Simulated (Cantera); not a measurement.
A closed system holds: 1 mol Si, 0.21 mol H₂O, 18 mol N₂, 0.099 mol CO₂, equilibrated at 1273 K and 6.30 mbar.

These are equilibrium values from Cantera (NASA tables, ideal gas, pure condensed phases), not measurements of a reactor. Candidate condensed phases: C, C₆H₆, C₇H₈, C₈H₁₈, H₂O, Si, SiC, SiO₂, Si₂N₂O, Si₃N₄; 151 gas species. N₂ is the only nitrogen source here; it is nearly inert below about 1500 K, so the nitride shown seldom forms there in practice. Mutual solubility and eutectic melting of coexisting phases are not modelled. Kinetics and transport are ignored.

Base state: N₂ 0.988, H₂ 0.0119, CO 2.39e-5, HCN 1.73e-5 (mole fractions); condensed: C(graphite) + Si₂N₂O(s) + Si₃N₄(s).

Q: What changes in the equilibrium state with this change: temperature from 1273 K to 1548.15 K?

A: 
```
species            before     after
----------------  -------  --------
N₂                  0.988     0.987
H₂                 0.0119    0.0118
CO                2.39e-5  0.000718
SiO               6.79e-9  0.000114
H                 9.79e-7   4.22e-5
HCN               1.73e-5   1.94e-5
C(graphite), mol   0.0983         0
Si₂N₂O(s), mol      0.408     0.393
Si₃N₄(s), mol      0.0616    0.0419
SiC(s), mol             0    0.0859
```
